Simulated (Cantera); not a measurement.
Cantera run:

```python
import numpy as np
import cantera as ct

gas_names = [...]  # 77 gases of nasa_gas.yaml made of C, H, Ti
cond_names = """
    C(gr) C6H6(L) C7H8(L) C8H18(L),n-octa Ti(a) Ti(b) Ti(L) TiC(s) TiC(L)
""".split()


# ... load() reads the species with a 1 bar reference pressure and builds the phases ...
atoms = {
    'TiC': {'Ti': 1, 'C': 1},
    'H2': {'H': 2},
    'C': {'C': 1},
}
top_T = {'C(gr)': 4500}  # K; cautious upper limits of use, not melting points


# ... equilibrate(T, P, feed) seeds the gas with the atoms and calls Mixture.equilibrate('TP', solver="vcs", rtol=1e-11, max_steps=5000) ...
results = []
feed = {'TiC': 1, 'H2': 0.76, 'C': 0.01}  # mol
T = 2048.15  # K
P = 10000  # Pa
mix = equilibrate(T, P, feed)
results.append((T, P, feed, dict(zip(mix.species_names, mix.species_moles))))
x = sorted(zip(gas.X, gas.species_names), reverse=True)
print(f"T = {T:g} K  P = {P:g} Pa  gas = {mix.phase_moles(0):.4g} mol")
print("   x: " + "  ".join(f"{s} {v:.3e}" for v, s in x if v > 1e-06))
print("   condensed (mol): " + ("  ".join(f"{mix.phase(i).name} {mix.phase_moles(i):.4g}"
      for i in range(1, mix.n_phases) if mix.phase_moles(i) > 1e-12) or "none"))
```

Output:

```
T = 2048.15 K  P = 10000 Pa  gas = 0.7627 mol
   x: H2 9.919e-01  H 7.059e-03  C2H2,acetylene 1.041e-03  CH4 3.686e-05  CH3 5.156e-06
   condensed (mol): C(gr) 0.008378  TiC(s) 1
```

Cantera equilibrium calculation (NASA polynomials, part measured and part estimated; ideal gas, pure solids and liquids). TiC: taken at fixed stoichiometry.
